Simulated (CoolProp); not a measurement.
Computed with CoolProp (reference Helmholtz-energy equation of state, Gao 2020).

For ammonia, give the phase and the cp (kJ/(kg K)), fugacity coefficient at 329.7 K and 2580 kPa; 308.1 K and 27500 kPa.


- 329.7 K and 2580 kPa: liquid; cp 5.17, fugacity coefficient 0.777
- 308.1 K and 27500 kPa: liquid; cp 4.58, fugacity coefficient 0.0575
